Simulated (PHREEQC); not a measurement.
Dissolve 27 mmol/kgw HF and 0.078 mmol/kgw NH4F at 20 °C. Closed to the air; pH follows from the charge balance.

Computed with PHREEQC (ion-association model, wateq4f.dat).

Each row changes one thing in this solution. No solid was allowed to form.

```
case                                     pH  ionic strength (mol/kgw)  HF (mol/kgw)  F- (mol/kgw)  H2F2 (mol/kgw)  HF2- (mol/kgw)
-------------------------------------  ----  ------------------------  ------------  ------------  --------------  --------------
as made                                2.40                   0.00428        0.0200       0.00398         0.00125        0.000293
diluted 5-fold with water              2.79                   0.00171       0.00360       0.00169         4.04e-5         2.24e-5
temperature from 20 to 75 °C           2.60                   0.00276        0.0237       0.00250        0.000206        0.000257
NH4F from 7.8e-05 to 0.000117 mol/kgw  2.41                   0.00430        0.0200       0.00400         0.00125        0.000295
NH4F from 7.8e-05 to 3.9e-05 mol/kgw   2.40                   0.00425        0.0200       0.00396         0.00125        0.000292
HF from 0.027 to 0.0054 mol/kgw        2.79                   0.00175       0.00362       0.00173         4.09e-5         2.30e-5
```

Species that the database lacks are ignored. wateq4f.dat counts part of the HF as a dimer, H2F2, which phreeqc.dat doesn't know; its constant is uncertain. Away from 25 °C the constants follow the database's enthalpies or fits; those with neither stay at their 25 °C values.
